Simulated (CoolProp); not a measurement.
Properties of diethyl ether at several states.

Values from CoolProp's reference Helmholtz-energy equation of state, Thol 2014.

```tsv
T (°C)	p (bar)	phase	density (kg/m³)	Joule-Thomson coefficient (K/MPa)	isothermal compressibility (1/MPa)
62.55	0.144	gas	0.3841	24.61	69.75
198.55	36.4	gas	145.7	17.22	1.007
77.25	8.74	liquid	643.5	-0.1505	0.003894
216.65	0.233	gas	0.4248	6.809	43.00
34.65	1.76	liquid	696.6	-0.2870	0.002276
```
